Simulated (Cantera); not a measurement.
**Thermodynamics of carbon deposition, reforming and gasification, feed C + O₂ + NH₃**

A closed system holds: 1 mol C, 0.65 mol O₂, 0.12 mol NH₃, equilibrated at 12.0 mbar.

Equilibrium computed with Cantera from the NASA thermochemical tables; the gas is ideal and each condensed phase is pure. Candidate condensed phases: C, C₆H₆, C₇H₈, C₈H₁₈, H₂O; 136 gas species. Kinetics and transport are ignored.

From 2023 K to 2623 K nothing is condensed. The main C-bearing gas is CO throughout.

| T (K) | log p CO | log p CO₂ | log p H₂O | log p H | log p H₂ | log p N₂ | log p O | log p OH | log p O₂ |
|---|---|---|---|---|---|---|---|---|---|
| 2023 | -2.11 | -2.71 | -3.03 | -4.28 | -3.11 | -3.24 | -6.49 | -5.18 | -6.78 |
| 2073 | -2.11 | -2.71 | -3.03 | -4.14 | -3.12 | -3.24 | -6.16 | -4.99 | -6.44 |
| 2123 | -2.11 | -2.71 | -3.03 | -4.01 | -3.13 | -3.24 | -5.85 | -4.82 | -6.12 |
| 2173 | -2.11 | -2.72 | -3.03 | -3.89 | -3.14 | -3.24 | -5.55 | -4.65 | -5.81 |
| 2223 | -2.11 | -2.72 | -3.03 | -3.77 | -3.16 | -3.24 | -5.26 | -4.49 | -5.52 |
| 2273 | -2.12 | -2.72 | -3.04 | -3.66 | -3.17 | -3.24 | -4.99 | -4.34 | -5.24 |
| 2323 | -2.12 | -2.73 | -3.05 | -3.56 | -3.19 | -3.24 | -4.73 | -4.20 | -4.98 |
| 2373 | -2.12 | -2.74 | -3.06 | -3.46 | -3.21 | -3.25 | -4.49 | -4.07 | -4.73 |
| 2423 | -2.12 | -2.75 | -3.09 | -3.36 | -3.23 | -3.25 | -4.26 | -3.95 | -4.51 |
| 2473 | -2.12 | -2.77 | -3.12 | -3.27 | -3.25 | -3.26 | -4.05 | -3.84 | -4.31 |
| 2523 | -2.12 | -2.80 | -3.16 | -3.19 | -3.27 | -3.26 | -3.85 | -3.75 | -4.13 |
| 2573 | -2.12 | -2.84 | -3.21 | -3.11 | -3.29 | -3.27 | -3.68 | -3.67 | -3.98 |
| 2623 | -2.12 | -2.89 | -3.27 | -3.04 | -3.32 | -3.28 | -3.52 | -3.61 | -3.87 |
log p: log10 of the partial pressure in bar; nothing condenses.
